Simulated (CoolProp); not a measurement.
Computed with CoolProp (reference Helmholtz-energy equation of state, Lemmon 2006). It is a short technical equation, of lower accuracy than the large ones.

Question: For C3F8 (R218), give the phase and the density (kg/m³), Joule-Thomson coefficient (K/MPa) at 123.05 °C and 2200 kPa; 123.05 °C and 5870 kPa.

Answer: 
- 123.05 °C and 2200 kPa: gas; density 155, Joule-Thomson coefficient 6.85
- 123.05 °C and 5870 kPa: supercritical; density 650, Joule-Thomson coefficient 4.56
